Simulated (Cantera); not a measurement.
Ignition delay

Mixture: 22.9 % CO, 15.8 % H2, 1.88 % CH4, 11.5 % O2, 43.5 % N2, 4.35 % H2O, at 0.987 atm, adiabatic and at constant volume. Ignition delay is the time to a rise of 400 K.

Detailed kinetics in Cantera: GRI-Mech 3.0 (53 species, 325 reactions). Where the delays flatten at high temperature, the 400 K rule measures the pace of heat release, not the induction time.

```
T0 (K)  delay (ms)
------  ----------
1050         0.494
1100         0.252
1150         0.154
1200         0.104
1250        0.0751
1300        0.0570
1350        0.0447
1400        0.0360
1450        0.0297
```

```json
{
  "apparent activation energy between 1350 and 1450 K": "67 kJ/mol"
}
```
